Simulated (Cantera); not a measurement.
Input (Python, Cantera) and output of one run.

```python
import numpy as np
import cantera as ct

gas_names = """
    CL CLO CL2 H HCL HOCL HO2 H2 H2O H2O2 O OH O2 O3
""".split()
cond_names = """
    H2O(s) H2O(L)
""".split()


# ... load() reads the species with a 1 bar reference pressure and builds the phases ...
atoms = {
    'HCl': {'H': 1, 'CL': 1},
    'H2O': {'H': 2, 'O': 1},
    'Cl2': {'CL': 2},
}
top_T = {}  # K; cautious upper limits of use, not melting points


# ... equilibrate(T, P, feed) seeds the gas with the atoms and calls Mixture.equilibrate('TP', solver="vcs", rtol=1e-11, max_steps=5000) ...
results = []
feed = {'HCl': 1, 'H2O': 0.046, 'Cl2': 0.00011}  # mol
P = 1300000  # Pa
for T in [2198, 2298, 2398, 2498, 2598, 2698, 2798]:
    mix = equilibrate(T, P, feed)
    results.append((T, P, feed, dict(zip(mix.species_names, mix.species_moles))))

top = {s: max(r[3][s] / sum(r[3][g] for g in gas_names) for r in results) for s in gas_names}
cols = sorted((s for s in top if top[s] > 0.0001), key=lambda s: -top[s])[:9]
seen = [c for c in cond_names if any(r[3].get(c, 0) > 1e-12 for r in results)]
print("log10 of partial pressures in bar; condensed amounts in mol")
print(f"{'T/K':>10s}" + "".join(f"{s[:9]:>10s}" for s in cols + seen))
for T, P, feed, n in results:
    ng = sum(n[g] for g in gas_names)
    print(f"{T:10.4g}" + "".join(f"{np.log10(max(n[s] / ng * P / 1e5, 1e-99)):10.3f}" for s in cols)
          + "".join(f"{n.get(c, 0):10.4g}" for c in seen))
```

Output:

```
log10 of partial pressures in bar; condensed amounts in mol
       T/K       HCL        CL       H2O        H2         H       CL2        OH         O
      2198     1.085    -0.789    -0.247    -1.036    -2.772    -1.914    -2.840    -4.733
      2298     1.081    -0.634    -0.249    -0.892    -2.465    -1.867    -2.615    -4.354
      2398     1.076    -0.493    -0.252    -0.761    -2.183    -1.827    -2.411    -4.007
      2498     1.070    -0.364    -0.256    -0.640    -1.924    -1.792    -2.224    -3.688
      2598     1.062    -0.246    -0.261    -0.530    -1.685    -1.763    -2.052    -3.395
      2698     1.053    -0.139    -0.268    -0.430    -1.464    -1.739    -1.894    -3.123
      2798     1.042    -0.040    -0.276    -0.339    -1.260    -1.719    -1.749    -2.871
```

Cantera equilibrium calculation (NASA polynomials, part measured and part estimated; ideal gas, pure solids and liquids).
